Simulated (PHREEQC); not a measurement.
Solution (25 °C): 0.073 mol HF, 0.02 mol H2SiF6, 0.34 mol H3PO4 and 0.00061 mol HCl per kg of water. Closed to the air; pH follows from the charge balance.

All values are PHREEQC results (ion-association model, wateq4f.dat), not measurements.

This is a speciation only: nothing precipitates in the calculation.

Question: Predict the pH, ionic strength, activity of water.

Answer: pH 1.17; ionic strength 0.101 mol/kgw; activity of water 0.991.

Question: In which forms is F present?

Answer: SiF6-2 62 %, HF 29 %, H2F2 8.5 % of the F.

wateq4f.dat counts part of the HF as a dimer, H2F2, which phreeqc.dat doesn't know; its constant is uncertain. H3PO4, which wateq4f.dat lacks, is added to it with the constant of phreeqc.dat. SiF6-2 is the database's only silicon fluoride.
